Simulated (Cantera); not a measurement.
# Reactions in the system N-Nb-O

Standard-state values (1 bar) from the NASA 1993 polynomials, evaluated with Cantera. Values are per mole of reaction as written; species without (g) are pure solids or liquids, kept so even where they would boil at 1 bar. NbO: taken at fixed stoichiometry.

NO₂(g) + Nb → NO(g) + NbO

| T (K) | ΔH° (kJ) | ΔS° (J/K) | ΔG° (kJ) | log10 K |
|---|---|---|---|---|
| 2273 | -266.2 | 31.0 | -336.6 | 7.73 |
| 2323 | -266.0 | 31.1 | -338.1 | 7.60 |
| 2373 | -265.8 | 31.2 | -339.7 | 7.48 |
| 2423 | -265.6 | 31.2 | -341.3 | 7.36 |
| 2473 | -265.5 | 31.3 | -342.8 | 7.24 |
